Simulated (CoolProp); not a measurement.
Vapour-liquid equilibrium of propane (1) + isobutene (2) at -79.35 °C; x and y are mole fractions of (1).

Model: multi-fluid Helmholtz-energy mixture model, Lemmon 2009 and Lemmon 2005; pair parameters Bell 2016, in CoolProp.

```json
[
 {"x": "0.05", "bubble pressure, mixture model (MPa)": "0.002712", "bubble pressure, Raoult's law (MPa)": "0.002271", "y, mixture model": "___", "y, Raoult's law": "0.300"},
 {"x": "0.125", "bubble pressure, mixture model (MPa)": "___", "bubble pressure, Raoult's law (MPa)": "0.003167", "y, mixture model": "0.622", "y, Raoult's law": "0.538"},
 {"x": "0.2", "bubble pressure, mixture model (MPa)": "0.004938", "bubble pressure, Raoult's law (MPa)": "0.004063", "y, mixture model": "0.718", "y, Raoult's law": "0.670"},
 {"x": "0.275", "bubble pressure, mixture model (MPa)": "0.005789", "bubble pressure, Raoult's law (MPa)": "0.004960", "y, mixture model": "___", "y, Raoult's law": "0.755"},
 {"x": "0.35", "bubble pressure, mixture model (MPa)": "___", "bubble pressure, Raoult's law (MPa)": "0.005856", "y, mixture model": "0.818", "y, Raoult's law": "0.814"},
 {"x": "0.425", "bubble pressure, mixture model (MPa)": "___", "bubble pressure, Raoult's law (MPa)": "0.006752", "y, mixture model": "0.851", "y, Raoult's law": "0.857"},
 {"x": "0.5", "bubble pressure, mixture model (MPa)": "0.008058", "bubble pressure, Raoult's law (MPa)": "0.007648", "y, mixture model": "___", "y, Raoult's law": "0.891"},
 {"x": "0.575", "bubble pressure, mixture model (MPa)": "0.008819", "bubble pressure, Raoult's law (MPa)": "0.008544", "y, mixture model": "0.903", "y, Raoult's law": "0.917"},
 {"x": "0.65", "bubble pressure, mixture model (MPa)": "0.009607", "bubble pressure, Raoult's law (MPa)": "0.009440", "y, mixture model": "___", "y, Raoult's law": "0.938"},
 {"x": "0.725", "bubble pressure, mixture model (MPa)": "0.01043", "bubble pressure, Raoult's law (MPa)": "0.01034", "y, mixture model": "0.945", "y, Raoult's law": "0.955"},
 {"x": "0.8", "bubble pressure, mixture model (MPa)": "0.01127", "bubble pressure, Raoult's law (MPa)": "0.01123", "y, mixture model": "0.963", "y, Raoult's law": "0.970"},
 {"x": "0.875", "bubble pressure, mixture model (MPa)": "0.01215", "bubble pressure, Raoult's law (MPa)": "0.01213", "y, mixture model": "0.978", "y, Raoult's law": "0.983"},
 {"x": "0.95", "bubble pressure, mixture model (MPa)": "0.01303", "bubble pressure, Raoult's law (MPa)": "0.01302", "y, mixture model": "___", "y, Raoult's law": "0.994"}
]
```

### Question
Some entries are withheld; supply them.

### Answer

- 0.05, y, mixture model: 0.411
- 0.125, bubble pressure, mixture model (MPa): 0.003947
- 0.275, y, mixture model: 0.776
- 0.35, bubble pressure, mixture model (MPa): 0.006566
- 0.425, bubble pressure, mixture model (MPa): 0.007314
- 0.5, y, mixture model: 0.879
- 0.65, y, mixture model: 0.925
- 0.95, y, mixture model: 0.992

The largest gap from Raoult's law is +24.6 % in bubble pressure, at x = 0.125. No azeotrope shows between x = 0.05 and 0.95.

The pair parameters rest on a limited set of measurements; away from them the model extrapolates.
